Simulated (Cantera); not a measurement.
## Equilibrium for metals in furnace atmospheres: Cu + O₂ + N₂

Input: 1 mol Cu, a varied amount of O₂, 300 mol N₂, held at 1250 K and 76000 Pa.

Cantera equilibrium calculation (NASA polynomials, part measured and part estimated; ideal gas, pure solids and liquids). Candidate condensed phases: Cu, CuO, Cu₂O; 12 gas species. Mutual solubility and eutectic melting of coexisting phases are not modelled. Rates play no part.

From 0.067 mol O₂ to 0.25 mol O₂ the condensed part is Cu(s) + Cu₂O(s). From 0.29 mol O₂ to 0.4 mol O₂ the condensed part is Cu₂O(s). The main Cu-bearing gas is Cu throughout.

```
n(O₂) (mol)  log p N₂  log p O₂  log p NO  log p Cu   n Cu(s)  n Cu₂O(s)
-----------  --------  --------  --------  --------  --------  ---------
0.067           -0.12     -6.49     -6.46     -7.33     0.733      0.134
0.1             -0.12     -6.49     -6.46     -7.33     0.601      0.200
0.14            -0.12     -6.49     -6.46     -7.33     0.441      0.280
0.18            -0.12     -6.49     -6.46     -7.33     0.281      0.360
0.22            -0.12     -6.49     -6.46     -7.33     0.121      0.440
0.25            -0.12     -6.49     -6.46     -7.33  0.000762      0.500
0.29            -0.12     -4.01     -5.22     -7.95         0      0.500
0.33            -0.12     -3.70     -5.07     -8.03         0      0.500
0.37            -0.12     -3.52     -4.98     -8.08         0      0.500
0.4             -0.12     -3.43     -4.93     -8.10         0      0.500
```
log p: log10 of the partial pressure in bar; n: condensed amount in mol.
